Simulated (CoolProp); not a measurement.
A simple Rankine cycle with R227EA: condensing at 289.15 K, boiler at 2.24 MPa, turbine inlet 376.8 K, turbine efficiency 0.6, pump efficiency 0.8, no recuperator. Each further row changes one setting.

The numbers come from the reference Helmholtz-energy equation of state, Lemmon 2016 in CoolProp.

```tsv
case	thermal efficiency (%)	net work (kJ/kg)	heat in (kJ/kg)	turbine exit temperature (K)	volume ratio over the turbine
as stated	8.3	14.2	172	336.2	8.25
turbine inlet 396.8 K	8.2	16.1	195	360.4	7.57
condensing temperature 281.15 K	9.2	16.6	181	332.5	10.8
boiler pressure 1.57 MPa	7.1	12.9	182	348.8	5.09
turbine efficiency 0.5	6.7	11.6	172	339.2	8.34
```
